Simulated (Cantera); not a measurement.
Feed: 1 mol PbO, 4.4 mol C, 0.82 mol H2, 1.6 mol CO, at 12.0 Pa.

These are equilibrium values from Cantera (NASA tables, ideal gas, pure condensed phases), not measurements of a reactor. Candidate condensed phases: C, C6H6, C7H8, C8H18, H2O, Pb, PbO, PbO2, Pb3O4; 113 gas species. Rates play no part.

x: gas mole fraction; n: condensed amount in mol.

```json
[
 {"T (°C)": "1025", "x CO": "0.588", "x H": "4.21e-5", "x Pb": "0.226", "x H2": "0.185", "x C3": "<1e-12", "x C": "<1e-12", "n C(graphite)": "3.40"},
 {"T (°C)": "1225", "x CO": "0.588", "x H": "___", "x Pb": "0.226", "x H2": "0.185", "x C3": "<1e-12", "x C": "<1e-12", "n C(graphite)": "3.40"},
 {"T (°C)": "1425", "x CO": "0.587", "x H": "0.00563", "x Pb": "0.226", "x H2": "0.182", "x C3": "3.49e-11", "x C": "1.18e-10", "n C(graphite)": "3.40"},
 {"T (°C)": "1625", "x CO": "0.580", "x H": "0.0293", "x Pb": "0.223", "x H2": "0.168", "x C3": "1.63e-8", "x C": "2.50e-8", "n C(graphite)": "3.40"},
 {"T (°C)": "1825", "x CO": "0.559", "x H": "___", "x Pb": "0.215", "x H2": "___", "x C3": "___", "x C": "___", "n C(graphite)": "3.40"},
 {"T (°C)": "2025", "x CO": "0.526", "x H": "0.213", "x Pb": "0.202", "x H2": "0.0592", "x C3": "0.000134", "x C": "6.75e-5", "n C(graphite)": "3.39"},
 {"T (°C)": "2225", "x CO": "0.501", "x H": "0.284", "x Pb": "0.193", "x H2": "0.0156", "x C3": "0.00402", "x C": "0.00135", "n C(graphite)": "3.32"}
]
```

Question: What belongs in the gaps?

Answer: 
- 1825, x H: 0.0998
- 1825, x H2: 0.126
- 1825, x C3: 2.30e-6
- 1825, x C: 1.90e-6
- 1225, x H: 0.000675
